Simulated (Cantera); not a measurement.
What does this Cantera script print?

```python
import numpy as np
import cantera as ct

gas = ct.Solution("SiF4_NH3_mec.yaml", "gas")
gas.TPX = 1448, 2666, {'NH3': 1, 'N2': 1}
reactor = ct.IdealGasConstPressureReactor(gas, energy="off", clone=False)
net = ct.ReactorNet([reactor])
net.rtol, net.atol = 1e-08, 1e-18
show = ['NH3', 'N2H4', 'N', 'N2', 'H']
times = np.geomspace(4e-06, 40, 14)

steps = ct.SolutionArray(gas, extra=["t"])
rows = []
print(f"{'t/s':>10s}{'T/K':>9s}{'P/Pa':>11s}" + "".join(f"{s:>11s}" for s in show))
for t in times:
    while net.time < t:
        t_next = net.step()
        steps.append(gas.state, t=t_next)
    rows.append([np.interp(t, steps.t, y) for y in (steps.T, steps.P, *steps(*show).X.T)])
    print(f"{t:10.3e}{rows[-1][0]:9.1f}{rows[-1][1]:11.4g}" + "".join(f"{x:11.3e}" for x in rows[-1][2:]))
rate = np.gradient(steps.T, steps.t)
print("integrator steps:", len(steps.t))
if steps.T.max() > steps.T[0] + 200:
    print(f"time of steepest temperature rise: {steps.t[rate.argmax()]:.4e} s")
gas.TPX = 1448, 2666, {'NH3': 1, 'N2': 1}
gas.equilibrate("TP")
print(f"equilibrium (TP): T = {gas.T:.1f} K  " + "  ".join(f"{s} {gas[s].X[0]:.3e}" for s in show))
```

Result:

```
       t/s      T/K       P/Pa        NH3       N2H4          N         N2          H
 4.000e-06   1448.0       2666  5.000e-01  2.851e-22  2.174e-28  5.000e-01  1.137e-10
 1.382e-05   1448.0       2666  5.000e-01  1.619e-20  7.359e-26  5.000e-01  2.847e-10
 4.775e-05   1448.0       2666  5.000e-01  1.045e-18  1.265e-23  5.000e-01  4.327e-10
 1.650e-04   1448.0       2666  5.000e-01  5.453e-17  8.797e-22  5.000e-01  4.460e-10
 5.700e-04   1448.0       2666  5.000e-01  2.133e-15  4.745e-20  5.000e-01  4.460e-10
 1.970e-03   1448.0       2666  5.000e-01  6.026e-14  2.959e-18  5.000e-01  4.460e-10
 6.805e-03   1448.0       2666  5.000e-01  1.097e-12  2.164e-16  5.000e-01  4.465e-10
 2.351e-02   1448.0       2666  5.000e-01  1.499e-11  1.278e-14  5.000e-01  4.538e-10
 8.124e-02   1448.0       2666  5.000e-01  1.856e-10  2.778e-13  5.000e-01  5.548e-10
 2.807e-01   1448.0       2666  5.000e-01  2.167e-09  3.221e-12  5.000e-01  2.013e-09
 9.698e-01   1448.0       2666  4.996e-01  1.117e-08  5.373e-11  5.000e-01  2.075e-08
 3.351e+00   1448.0       2666  4.978e-01  1.192e-08  2.639e-10  5.000e-01  9.511e-08
 1.158e+01   1448.0       2666  4.916e-01  1.115e-08  9.774e-10  5.000e-01  3.380e-07
 4.000e+01   1448.0       2666  4.717e-01  9.635e-09  2.611e-09  5.000e-01  1.092e-06
integrator steps: 592
equilibrium (TP): T = 1448.0 K  NH3 4.780e-07  N2H4 4.384e-20  N 6.614e-14  N2 5.000e-01  H 4.018e-05
```

Model: the gas-phase N/H chemistry of the illustrative SiF4/NH3 mechanism in the Surface Chemkin manual (1991), integrated in Cantera. Walls and surfaces, which speed up NH3 decomposition in real reactors, are not modelled.
